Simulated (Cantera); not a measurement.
A Cantera script and what it prints.

```python
import numpy as np
import cantera as ct

gas_names = """
    OH H2
""".split()
cond_names = """
    CaO(s) CaO(L) CaO2H2(s)
""".split()


# ... load() reads the species with a 1 bar reference pressure and builds the phases ...
species = {s.name: s for s in load("nasa_gas.yaml", gas_names) + load("nasa_condensed.yaml", cond_names)}
# Each term lists the table entries of one substance; the one whose range holds T is used.
reactions = {
    '2 CaO + 2 OH(g) + H2(g) = 2 Ca(OH)2':
        [(-2, ['CaO(s)', 'CaO(L)']), (-2, ['OH']), (-1, ['H2']), (2, ['CaO2H2(s)'])],
}


def pick(names, T):
    return next(species[n] for n in names if species[n].thermo.min_temp <= T <= species[n].thermo.max_temp)


results = []
for label, terms in reactions.items():
    print(label)
    print("     T/K   dH/kJ  dS/(J/K)   dG/kJ   log10 K")
    for T in [525, 575, 625, 675, 725, 775, 825, 875]:
        used = [(nu, pick(names, T)) for nu, names in terms]
        dH = sum(nu * s.thermo.h(T) for nu, s in used) / 1e6
        dS = sum(nu * s.thermo.s(T) for nu, s in used) / 1e3
        dG = dH - T * dS / 1e3
        logK = -dG * 1e6 / (ct.gas_constant * T * np.log(10))
        results.append((label, T, dH, dS, dG, logK, [s.name for _, s in used]))
        print(f"{T:8g} {dH:8.1f} {dS:8.1f} {dG:8.1f} {logK:8.2f}")
```

Result:

```
2 CaO + 2 OH(g) + H2(g) = 2 Ca(OH)2
     T/K   dH/kJ  dS/(J/K)   dG/kJ   log10 K
     525   -777.3   -399.9   -567.4    56.45
     575   -776.1   -397.7   -547.4    49.73
     625   -774.8   -395.6   -527.6    44.09
     675   -773.5   -393.5   -507.9    39.30
     725   -772.0   -391.4   -488.3    35.18
     775   -770.5   -389.3   -468.7    31.59
     825   -768.8   -387.3   -449.3    28.45
     875   -767.1   -385.3   -430.0    25.67
```

Cantera with NASA thermochemical tables; ideal gases at 1 bar, condensed phases pure. Condensed species are held in their standard states even where they would react or evaporate.
